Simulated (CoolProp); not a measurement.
Vapour-liquid equilibrium of diethyl ether (1) + methanol (2) at 293.8 K; x and y are mole fractions of (1).

Computed with CoolProp (multi-fluid Helmholtz-energy mixture model, Thol 2014 and de Reuck 1993; pair parameters Bell 2016).

```json
[
 {"x": "0.05", "bubble pressure (MPa)": "0.02282", "y at the bubble point": "___", "dew pressure at overall composition x (MPa)": "0.01417", "liquid density (mol/L)": "23.13"},
 {"x": "0.125", "bubble pressure (MPa)": "0.03317", "y at the bubble point": "0.628", "dew pressure at overall composition x (MPa)": "0.01532", "liquid density (mol/L)": "___"},
 {"x": "0.2", "bubble pressure (MPa)": "0.04021", "y at the bubble point": "0.706", "dew pressure at overall composition x (MPa)": "___", "liquid density (mol/L)": "19.36"},
 {"x": "0.275", "bubble pressure (MPa)": "0.04496", "y at the bubble point": "0.747", "dew pressure at overall composition x (MPa)": "0.01828", "liquid density (mol/L)": "17.83"},
 {"x": "0.35", "bubble pressure (MPa)": "___", "y at the bubble point": "0.772", "dew pressure at overall composition x (MPa)": "0.02022", "liquid density (mol/L)": "16.50"},
 {"x": "0.425", "bubble pressure (MPa)": "0.05051", "y at the bubble point": "0.789", "dew pressure at overall composition x (MPa)": "0.02262", "liquid density (mol/L)": "15.32"},
 {"x": "0.5", "bubble pressure (MPa)": "___", "y at the bubble point": "0.804", "dew pressure at overall composition x (MPa)": "0.02566", "liquid density (mol/L)": "14.28"},
 {"x": "0.575", "bubble pressure (MPa)": "0.05382", "y at the bubble point": "0.818", "dew pressure at overall composition x (MPa)": "___", "liquid density (mol/L)": "13.35"},
 {"x": "0.65", "bubble pressure (MPa)": "0.05525", "y at the bubble point": "0.833", "dew pressure at overall composition x (MPa)": "0.03494", "liquid density (mol/L)": "12.52"},
 {"x": "0.725", "bubble pressure (MPa)": "0.05665", "y at the bubble point": "0.852", "dew pressure at overall composition x (MPa)": "0.04235", "liquid density (mol/L)": "___"},
 {"x": "0.8", "bubble pressure (MPa)": "0.05801", "y at the bubble point": "0.877", "dew pressure at overall composition x (MPa)": "0.05183", "liquid density (mol/L)": "11.10"},
 {"x": "0.875", "bubble pressure (MPa)": "0.05924", "y at the bubble point": "0.910", "dew pressure at overall composition x (MPa)": "0.05792", "liquid density (mol/L)": "10.50"},
 {"x": "0.95", "bubble pressure (MPa)": "0.06013", "y at the bubble point": "0.957", "dew pressure at overall composition x (MPa)": "___", "liquid density (mol/L)": "9.951"}
]
```

### Question
Some entries are withheld; supply them.

### Answer

- 0.05, y at the bubble point: 0.430
- 0.125, liquid density (mol/L): 21.11
- 0.2, dew pressure at overall composition x (MPa): 0.01667
- 0.35, bubble pressure (MPa): 0.04820
- 0.5, bubble pressure (MPa): 0.05229
- 0.575, dew pressure at overall composition x (MPa): 0.02961
- 0.725, liquid density (mol/L): 11.77
- 0.95, dew pressure at overall composition x (MPa): 0.06004

No azeotrope shows between x = 0.05 and 0.95.

The pair parameters rest on a limited set of measurements; away from them the model extrapolates. With so large a gap from Raoult's law the liquid may split in two, which this calculation doesn't test in full.
